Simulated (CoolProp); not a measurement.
Properties of n-pentane along the isobar 21.6 bar (Tc = 469.7 K, pc = 33.68 bar, ω = 0.251).

Model: reference Helmholtz-energy equation of state, Thol 2019, in CoolProp.

| T (K) | phase | Z | speed of sound (m/s) | Joule-Thomson coefficient (K/MPa) | expansivity (1/kK) | Prandtl number | fugacity coefficient |
|---|---|---|---|---|---|---|---|
| 264.4 | liquid | 0.1081 | 1187 | -0.4407 | 1.409 | 4.49 | 0.008238 |
| 287.1 | liquid | 0.1029 | 1077 | -0.3954 | 1.508 | 3.99 | 0.02226 |
| 309.9 | liquid | 0.09879 | 969.0 | -0.3404 | 1.639 | 3.57 | 0.05052 |
| 332.6 | liquid | 0.09571 | 862.8 | -0.2723 | 1.814 | 3.22 | 0.09932 |
| 355.3 | liquid | 0.09361 | 756.9 | -0.1831 | 2.060 | 2.91 | 0.1747 |
| 378.1 | liquid | 0.09256 | 649.1 | -0.05577 | 2.428 | 2.61 | 0.2812 |
| 400.8 | liquid | 0.09284 | 537.4 | 0.1484 | 3.041 | 2.32 | 0.4189 |
| 423.5 | liquid | 0.09532 | 414.4 | 0.5610 | 4.332 | 2.02 | 0.5853 |
| 446.2 | gas | 0.6361 | 150.6 | 18.08 | 10.89 | 0.735 | 0.7414 |
| 469 | gas | 0.7267 | 177.2 | 12.18 | 6.235 | 0.681 | 0.7845 |
| 491.7 | gas | 0.7823 | 195.0 | 9.308 | 4.624 | 0.666 | 0.8178 |
| 514.4 | gas | 0.8218 | 208.8 | 7.509 | 3.765 | 0.661 | 0.8446 |
| 537.1 | gas | 0.8517 | 220.5 | 6.258 | 3.222 | 0.658 | 0.8666 |
| 559.9 | gas | 0.8753 | 230.7 | 5.329 | 2.841 | 0.657 | 0.8851 |
| 582.6 | gas | 0.8942 | 239.9 | 4.618 | 2.559 | 0.657 | 0.9007 |

Viscosity comes from a separate model (Quiñones-Cisneros 2006), older than the equation that it now runs on, and unchecked against measurements. Thermal conductivity comes from a separate model (Vassiliou 2015).
